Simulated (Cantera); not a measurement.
SiH₂Cl₂ + O₂ + N₂ + H₂O (silicon oxide and oxynitride deposition)

A closed system holds: 1 mol SiH₂Cl₂, 0.053 mol O₂, 54 mol N₂, 2.9 mol H₂O, held at 0.133 bar.

Equilibrium computed with Cantera from the NASA thermochemical tables; the gas is ideal and each condensed phase is pure. Candidate condensed phases: H₂O, NH₄Cl, Si, SiO₂, Si₂N₂O, Si₃N₄; 47 gas species. The tables hold silica as quartz up to 1696 K and as liquid above; real silica turns to tridymite and cristobalite and melts near 1996 K. The numbers say what is thermodynamically allowed, not how fast it happens.

| T (°C) | x N₂ | x HCl | x H₂ | x H₂O | n SiO₂(α-quartz) | n SiO₂(β-quartz) |
|---|---|---|---|---|---|---|
| 475 | 0.917 | 0.0340 | 0.0322 | 0.0171 | 1.00 | 0 |
| 525 | 0.917 | 0.0340 | 0.0322 | 0.0171 | 1.00 | 0 |
| 575 | 0.917 | 0.0340 | 0.0322 | 0.0171 | 0 | 1.00 |
| 625 | 0.917 | 0.0340 | 0.0322 | 0.0171 | 0 | 1.00 |
| 675 | 0.917 | 0.0340 | 0.0322 | 0.0171 | 0 | 1.00 |
| 725 | 0.917 | 0.0340 | 0.0322 | 0.0171 | 0 | 1.00 |
| 775 | 0.917 | 0.0340 | 0.0322 | 0.0171 | 0 | 1.00 |
| 825 | 0.917 | 0.0340 | 0.0322 | 0.0171 | 0 | 1.00 |
| 875 | 0.917 | 0.0340 | 0.0322 | 0.0171 | 0 | 1.00 |
| 925 | 0.917 | 0.0340 | 0.0322 | 0.0171 | 0 | 1.00 |
| 975 | 0.917 | 0.0340 | 0.0322 | 0.0171 | 0 | 1.00 |
| 1025 | 0.917 | 0.0340 | 0.0322 | 0.0171 | 0 | 1.00 |
x: gas mole fraction; n: condensed amount in mol.

From 475 °C to 525 °C the condensed part is SiO₂(α-quartz). From 575 °C to 1025 °C the condensed part is SiO₂(β-quartz).
